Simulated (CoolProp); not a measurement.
Vapour-liquid equilibrium of toluene (1) + o-xylene (2) at 304 kPa; x and y are mole fractions of (1).

Model: multi-fluid Helmholtz-energy mixture model, Lemmon 2006 and Zhou 2012; pair parameters Bell 2016, in CoolProp.

| x | bubble temperature (K) | y at the bubble point | dew temperature at overall composition x (K) | liquid density (mol/L) |
|---|---|---|---|---|
| 0.05 | 462.1 | 0.091 | 463.2 | 6.851 |
| 0.15 | 457.4 | … | 460.5 | 6.965 |
| 0.25 | 452.9 | 0.401 | 457.6 | 7.079 |
| 0.35 | … | 0.524 | 454.6 | 7.194 |
| 0.45 | 444.8 | 0.629 | 451.3 | 7.308 |
| 0.55 | 441.1 | 0.719 | 447.7 | 7.421 |
| 0.65 | 437.7 | 0.796 | 443.9 | … |
| 0.75 | 434.6 | … | 439.8 | 7.651 |
| 0.85 | 431.6 | 0.922 | 435.2 | 7.767 |
| 0.95 | 428.9 | 0.975 | 430.2 | 7.885 |

**Question.** Complete the blanks.

**Answer.** 
- 0.15, y at the bubble point: 0.257
- 0.35, bubble temperature (K): 448.7
- 0.65, liquid density (mol/L): 7.536
- 0.75, y at the bubble point: 0.863

No azeotrope shows between x = 0.05 and 0.95.

The pair parameters rest on a limited set of measurements; away from them the model extrapolates.
